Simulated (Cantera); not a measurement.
A closed system holds: 1 mol C, 0.067 mol CO2, 13 mol H2, equilibrated at 2050 K.

Equilibrium computed with Cantera from the NASA thermochemical tables; the gas is ideal and each condensed phase is pure. Candidate condensed phases: C, C6H6, C7H8, C8H18, H2O; 110 gas species. The ideal-gas law is rough above about 30 bar. Rates play no part.

log p: log10 of the partial pressure in bar; n: condensed amount in mol.

```json
[
 {"P (Pa)": "10", "log p H2": "-4.10", "log p H": "-4.70", "log p CH4": "-11.63", "log p CO": "-6.04", "log p C2H2 (acetylene)": "-7.08", "log p C2H4": "-13.47", "n C(graphite)": "0.908"},
 {"P (Pa)": "56", "log p H2": "-3.30", "log p H": "-4.29", "log p CH4": "-10.03", "log p CO": "-5.26", "log p C2H2 (acetylene)": "-6.27", "log p C2H4": "-11.86", "n C(graphite)": "0.907"},
 {"P (Pa)": "320", "log p H2": "-2.52", "log p H": "-3.90", "log p CH4": "-8.46", "log p CO": "-4.49", "log p C2H2 (acetylene)": "-5.49", "log p C2H4": "-10.30", "n C(graphite)": "0.906"},
 {"P (Pa)": "1800", "log p H2": "-1.76", "log p H": "-3.52", "log p CH4": "-6.94", "log p CO": "-3.74", "log p C2H2 (acetylene)": "-4.73", "log p C2H4": "-8.78", "n C(graphite)": "0.906"},
 {"P (Pa)": "10000", "log p H2": "-1.01", "log p H": "-3.15", "log p CH4": "-5.44", "log p CO": "-2.99", "log p C2H2 (acetylene)": "-3.98", "log p C2H4": "-7.28", "n C(graphite)": "0.905"},
 {"P (Pa)": "56000", "log p H2": "[?]", "log p H": "[?]", "log p CH4": "[?]", "log p CO": "[?]", "log p C2H2 (acetylene)": "[?]", "log p C2H4": "[?]", "n C(graphite)": "0.903"},
 {"P (Pa)": "320000", "log p H2": "0.50", "log p H": "-2.39", "log p CH4": "-2.43", "log p CO": "-1.49", "log p C2H2 (acetylene)": "-2.47", "log p C2H4": "-4.27", "n C(graphite)": "0.889"},
 {"P (Pa)": "1800000", "log p H2": "[?]", "log p H": "[?]", "log p CH4": "[?]", "log p CO": "[?]", "log p C2H2 (acetylene)": "[?]", "log p C2H4": "[?]", "n C(graphite)": "[?]"},
 {"P (Pa)": "10000000", "log p H2": "1.98", "log p H": "-1.65", "log p CH4": "0.53", "log p CO": "0.02", "log p C2H2 (acetylene)": "-0.99", "log p C2H4": "-1.31", "n C(graphite)": "0.462"}
]
```

Question: What belongs in the gaps?

Answer: 
- 1800000, log p H2: 1.25
- 1800000, log p H: -2.02
- 1800000, log p CH4: -0.93
- 1800000, log p CO: -0.73
- 1800000, log p C2H2 (acetylene): -1.73
- 1800000, log p C2H4: -2.77
- 1800000, n C(graphite): 0.818
- 56000, log p H2: -0.26
- 56000, log p H: -2.77
- 56000, log p CH4: -3.94
- 56000, log p CO: -2.24
- 56000, log p C2H2 (acetylene): -3.23
- 56000, log p C2H4: -5.78
